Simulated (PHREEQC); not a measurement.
1 kg of water holding 0.14 mol K2SO4, 0.07 mol KCl and 0.15 mol K2CO3 is evaporated at 25 °C; the solids stay in contact with the brine. CO2 is held at log p = -3.4 (atm). Solids allowed: Arcanite, Kalicinite, Misenite, Sylvite. Others were left out.

The numbers come from PHREEQC with the Pitzer model, pitzer.dat.

Problem. Predict ionic strength at water left (kg) = 0.9993, 0.8213, 0.1154, 0.02884.

Solution. 
```csv
water left (kg),ionic strength
0.9993,0.900
0.8213,1.10
0.1154,4.78
0.02884,15.1
```

Complexes and solids missing from the database can't appear.
